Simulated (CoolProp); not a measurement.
1,2-dichloroethane along the isotherm 500 K: Z from the reference equation and from simpler models built on Tc = 561.6 K, pc = 5.226 MPa, ω = 0.269; each cubic takes its own stable root.

Values from CoolProp's reference Helmholtz-energy equation of state, Thol 2015.

| p (MPa) | phase | reference |
|---|---|---|
| 0.653 | gas | 0.9331 |
| 1.31 | gas | 0.8565 |
| 1.96 | gas | 0.7653 |
| 2.61 | liquid | 0.07137 |
| 3.27 | liquid | 0.08883 |
| 3.92 | liquid | 0.1059 |
| 4.57 | liquid | 0.1227 |
| 5.23 | liquid | 0.1397 |
| 5.88 | liquid | 0.1563 |
| 6.53 | liquid | 0.1727 |
| 7.19 | liquid | 0.1893 |
| 7.84 | liquid | 0.2056 |

Q: How far does each simpler model (van der Waals, Redlich-Kwong, Peng-Robinson) lie from the reference over these 12 states: mean and median of the absolute difference, and the worst?

A: 
- van der Waals: mean 124.8 %, median 64.4 %, worst +948.3 % at 500 K and 2.61 MPa
- Redlich-Kwong: mean 88.3 %, median 22.6 %, worst +865.3 % at 500 K and 2.61 MPa
- Peng-Robinson: mean 3.9 %, median 4.4 %, worst +6.7 % at 500 K and 2.61 MPa

At some of these states van der Waals, Redlich-Kwong gives the other phase, because its saturation line lies elsewhere.
